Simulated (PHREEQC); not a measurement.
A solution holds 0.31 mmol/kgw ZnSO4, 2.1 mmol/kgw NaCl and 2.6 mmol/kgw MnSO4, at 25 °C. Closed to the air; pH follows from the charge balance.

Model: ion-association model, phreeqc.dat, run in PHREEQC.

This is a speciation only: nothing precipitates in the calculation.

Problem. Order these Zn species by the share of Zn that they hold, largest first: ZnCl+, ZnOH+, Zn(SO4)2-2, ZnSO4, Zn+2.

Solution. Zn+2 (80 %), ZnSO4 (19 %), Zn(SO4)2-2 (0.38 %), ZnCl+ (0.29 %), ZnOH+ (0.14 %)

Problem. Order these S species by the share of S that they hold, largest first: ZnSO4, MnSO4, SO4-2, NaSO4-.

Solution. SO4-2 (84 %), MnSO4 (14 %), ZnSO4 (2.0 %), NaSO4- (0.56 %)

The pH is 6.34 and the ionic strength 0.0118 mol/kgw. Complexes and solids missing from the database can't appear.
